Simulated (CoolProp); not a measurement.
A Linde-Hampson liquefier for ethylene: isothermal reversible compression at 320 K from 1 atm to 40 MPa, throttling to 1 atm, return gas leaving the recuperator 5 K below the feed. Each further row changes one setting.

Model: reference Helmholtz-energy equation of state, Smukala 2000, in CoolProp.

| case | liquid yield per pass | compression work (kJ/kg of gas) |
|---|---|---|
| as stated | [?] | 468 |
| high pressure 80 MPa | [?] | [?] |
| warm-end temperature 350 K | 0.355 | 539 |
| warm-end gap 10 K | [?] | 468 |

### Question
Fill in the missing entries.

### Answer

- as stated, liquid yield per pass: 0.421
- high pressure 80 MPa, liquid yield per pass: 0.377
- high pressure 80 MPa, compression work (kJ/kg of gas): 554
- warm-end gap 10 K, liquid yield per pass: 0.414
